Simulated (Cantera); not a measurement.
A perfectly stirred reactor is fed with CO : H2 : CH4 : O2 : N2 : H2O = 1 : 0.62 : 0.14 : 0.727 : 2.73 : 1.1 (molar parts), equivalence ratio 1.5, at 101000 Pa; it is adiabatic with a 575 K inlet, and is followed from long to short residence time, starting on the burning branch (τ in s: 0.13, 0.065, 0.033, 0.017, 0.0084, 0.0042, 0.0021, 0.0011, 0.00054, 0.00027, 0.00014, 7e-05, 3.5e-05).

Cantera simulation using GRI-Mech 3.0 (53 species, 325 reactions); the numbers are that mechanism's predictions, not measurements.

**Question.** What does this change do: H2O 1.1 to 1.4 parts?

**Answer.** 
| quantity | before | after |
|---|---|---|
| blow-out, bracketed by the residence times tried | burning at 70.0 µs, out at 35.0 µs | burning at 70.0 µs, out at 35.0 µs |
| x(CO) at τ = 0.130 s | 0.0804 | 0.0721 |
| x(H2) at τ = 0.130 s | 0.0433 | 0.0455 |
| x(CH4) at τ = 0.130 s | 4.39e-6 | 6.10e-6 |
| x(HCO) at τ = 0.130 s | 4.20e-8 | 3.92e-8 |
| x(NO) at τ = 0.130 s | 7.00e-5 | 4.29e-5 |
| x(CO) at τ = 2.10 ms | 0.0812 | 0.0729 |
| x(H2) at τ = 2.10 ms | 0.0451 | 0.0470 |
| x(CH4) at τ = 2.10 ms | 2.01e-5 | 2.48e-5 |
| x(HCO) at τ = 2.10 ms | 4.82e-7 | 4.72e-7 |
| x(NO) at τ = 2.10 ms | 4.76e-5 | 3.35e-5 |

**Question.** What does this change do: CO 1 to 1.6 parts?

**Answer.** 
```
quantity                                                                      before                               after
------------------------------------------------  ----------------------------------  ----------------------------------
blow-out, bracketed by the residence times tried  burning at 70.0 µs, out at 35.0 µs  burning at 70.0 µs, out at 35.0 µs
x(CO) at τ = 0.130 s                                                          0.0804                               0.143
x(H2) at τ = 0.130 s                                                          0.0433                              0.0618
x(CH4) at τ = 0.130 s                                                        4.39e-6                             8.53e-6
x(HCO) at τ = 0.130 s                                                        4.20e-8                             9.03e-8
x(NO) at τ = 0.130 s                                                         7.00e-5                             3.69e-5
x(CO) at τ = 2.10 ms                                                          0.0812                               0.141
x(H2) at τ = 2.10 ms                                                          0.0451                              0.0614
x(CH4) at τ = 2.10 ms                                                        2.01e-5                             2.55e-5
x(HCO) at τ = 2.10 ms                                                        4.82e-7                             7.85e-7
x(NO) at τ = 2.10 ms                                                         4.76e-5                             3.50e-5
```
